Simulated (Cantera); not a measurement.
What does this Cantera script print?

```python
import numpy as np
import cantera as ct

gas = ct.Solution("gri30.yaml")
gas.TPX = 1000, 2400000, {'CH4': 1, 'O2': 3.92, 'N2': 29.8, 'H2O': 3.7}
reactor = ct.IdealGasConstPressureReactor(gas, energy="on", clone=False)
net = ct.ReactorNet([reactor])
net.rtol, net.atol = 1e-08, 1e-16
show = ['CH4', 'O2', 'H2O', 'H2', 'CO2']
times = np.geomspace(5e-06, 2, 15)

steps = ct.SolutionArray(gas, extra=["t"])
rows = []
print(f"{'t/s':>10s}{'T/K':>9s}{'P/Pa':>11s}" + "".join(f"{s:>11s}" for s in show))
for t in times:
    while net.time < t:
        t_next = net.step()
        steps.append(gas.state, t=t_next)
    rows.append([np.interp(t, steps.t, y) for y in (steps.T, steps.P, *steps(*show).X.T)])
    print(f"{t:10.3e}{rows[-1][0]:9.1f}{rows[-1][1]:11.4g}" + "".join(f"{x:11.3e}" for x in rows[-1][2:]))
rate = np.gradient(steps.T, steps.t)
print("integrator steps:", len(steps.t))
if steps.T.max() > steps.T[0] + 200:
    print(f"time of steepest temperature rise: {steps.t[rate.argmax()]:.4e} s")
gas.TPX = 1000, 2400000, {'CH4': 1, 'O2': 3.92, 'N2': 29.8, 'H2O': 3.7}
gas.equilibrate("HP")
print(f"equilibrium (HP): T = {gas.T:.1f} K  " + "  ".join(f"{s} {gas[s].X[0]:.3e}" for s in show))
```

It prints:

```
       t/s      T/K       P/Pa        CH4         O2        H2O         H2        CO2
 5.000e-06   1000.0    2.4e+06  2.603e-02  1.020e-01  9.630e-02  2.182e-15  8.572e-20
 1.256e-05   1000.0    2.4e+06  2.603e-02  1.020e-01  9.630e-02  1.235e-14  1.128e-18
 3.157e-05   1000.0    2.4e+06  2.603e-02  1.020e-01  9.630e-02  7.578e-14  1.672e-17
 7.933e-05   1000.0    2.4e+06  2.603e-02  1.020e-01  9.630e-02  4.836e-13  2.581e-16
 1.993e-04   1000.0    2.4e+06  2.603e-02  1.020e-01  9.630e-02  3.302e-12  4.271e-15
 5.008e-04   1000.0    2.4e+06  2.603e-02  1.020e-01  9.630e-02  2.585e-11  8.119e-14
 1.258e-03   1000.0    2.4e+06  2.603e-02  1.020e-01  9.630e-02  2.560e-10  1.884e-12
 3.162e-03   1000.0    2.4e+06  2.603e-02  1.020e-01  9.630e-02  2.903e-09  3.755e-11
 7.946e-03   1000.0    2.4e+06  2.602e-02  1.020e-01  9.631e-02  2.326e-08  3.316e-10
 1.997e-02   1000.2    2.4e+06  2.600e-02  1.020e-01  9.633e-02  1.868e-07  3.386e-09
 5.017e-02   1007.1    2.4e+06  2.520e-02  1.012e-01  9.724e-02  1.175e-05  2.086e-06
 1.261e-01   1574.2    2.4e+06  4.822e-15  4.996e-02  1.483e-01  6.642e-07  2.603e-02
 3.168e-01   1574.2    2.4e+06  7.513e-19  4.996e-02  1.483e-01  6.642e-07  2.603e-02
 7.959e-01   1574.2    2.4e+06  9.813e-21  4.996e-02  1.483e-01  6.642e-07  2.603e-02
 2.000e+00   1574.2    2.4e+06 -5.113e-23  4.996e-02  1.483e-01  6.642e-07  2.603e-02
integrator steps: 2061
time of steepest temperature rise: 5.8342e-02 s
equilibrium (HP): T = 1572.2 K  CH4 6.649e-28  O2 4.954e-02  H2O 1.483e-01  H2 6.509e-07  CO2 2.603e-02
```

Computed with Cantera and GRI-Mech 3.0 (53 species, 325 reactions). The pressure lies above the range GRI-Mech 3.0 was tuned for (to about 10 atm).
